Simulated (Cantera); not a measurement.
An adiabatic, constant-volume homogeneous reactor starts with CH₄ : O₂ : N₂ : CO₂ = 1 : 5.71 : 21.5 : 2 (molar parts), at 1448 K and 16.8 atm. Integrator tolerance rtol = 1e-08.

Detailed kinetics in Cantera: GRI-Mech 3.0 (53 species, 325 reactions). The pressure lies above the range GRI-Mech 3.0 was tuned for (to about 10 atm).

Task: What does this change do: pressure from 16.8 atm to 0.967 atm?

Result: 
```tsv
quantity	before	after
time of steepest temperature rise	0.145 ms	1.49 ms
temperature at 2.00 s	2262 K	2237 K
equilibrium temperature	2262 K	2237 K
x(CH₄) at 2.00 s	<1e-12 (gas-phase equilibrium <1e-12)	<1e-12 (gas-phase equilibrium <1e-12)
x(O₂) at 2.00 s	0.117 (gas-phase equilibrium 0.117)	0.117 (gas-phase equilibrium 0.117)
x(CO₂) at 2.00 s	0.0987 (gas-phase equilibrium 0.0987)	0.0973 (gas-phase equilibrium 0.0973)
x(C₂H₂) at 2.00 s	<1e-12 (gas-phase equilibrium <1e-12)	<1e-12 (gas-phase equilibrium <1e-12)
x(HO₂) at 2.00 s	8.54e-6 (gas-phase equilibrium 8.54e-6)	3.83e-6 (gas-phase equilibrium 3.83e-6)
x(CH₂O) at 2.00 s	<1e-12 (gas-phase equilibrium <1e-12)	<1e-12 (gas-phase equilibrium <1e-12)
x(O) at 2.00 s	0.000265 (gas-phase equilibrium 0.000265)	0.000954 (gas-phase equilibrium 0.000954)
```

Task: What does this change do: 0.11 parts H2 added?

Result: 
| quantity | before | after |
|---|---|---|
| time of steepest temperature rise | 0.145 ms | 91.9 µs |
| temperature at 2.00 s | 2262 K | 2284 K |
| equilibrium temperature | 2262 K | 2284 K |
| x(CH₄) at 2.00 s | <1e-12 (gas-phase equilibrium <1e-12) | <1e-12 (gas-phase equilibrium <1e-12) |
| x(O₂) at 2.00 s | 0.117 (gas-phase equilibrium 0.117) | 0.115 (gas-phase equilibrium 0.115) |
| x(CO₂) at 2.00 s | 0.0987 (gas-phase equilibrium 0.0987) | 0.0984 (gas-phase equilibrium 0.0984) |
| x(C₂H₂) at 2.00 s | <1e-12 (gas-phase equilibrium <1e-12) | <1e-12 (gas-phase equilibrium <1e-12) |
| x(HO₂) at 2.00 s | 8.54e-6 (gas-phase equilibrium 8.54e-6) | 9.27e-6 (gas-phase equilibrium 9.27e-6) |
| x(CH₂O) at 2.00 s | <1e-12 (gas-phase equilibrium <1e-12) | <1e-12 (gas-phase equilibrium <1e-12) |
| x(O) at 2.00 s | 0.000265 (gas-phase equilibrium 0.000265) | 0.000298 (gas-phase equilibrium 0.000298) |
